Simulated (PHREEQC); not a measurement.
Solution A (0.0073 mol HNO3 and 2.1e-06 mol H4SiO4 per kg of water) is mixed with solution B (0.0019 mol/kgw ZnCl2 and 0.25 mol/kgw KCl) at 25 °C; shares are by mass of water, 1 kg in all. O2 is buffered at 0.21 atm. No CO2 enters from the air. Solids allowed: Zn(OH)2-e, Zn5(OH)8Cl2, Quartz, Willemite. Others were left out.

All values are PHREEQC results (ion-association model, wateq4f.dat), not measurements.

```csv
share of solution B,pH,Zn+2 (mol/kgw),ZnCl+ (mol/kgw)
0,2.17,0,0
0.1,2.24,0.000183,6.69e-6
0.2,2.30,0.000357,2.26e-5
0.3,2.37,0.000523,4.51e-5
0.4,2.44,0.000682,7.28e-5
0.5,2.53,0.000836,0.000105
0.6,2.63,0.000985,0.000141
0.7,2.76,0.00113,0.000180
0.8,2.93,0.00127,0.000223
0.9,3.24,0.00140,0.000268
1,5.80,0.00153,0.000315
```

Complexes and solids missing from the database can't appear.
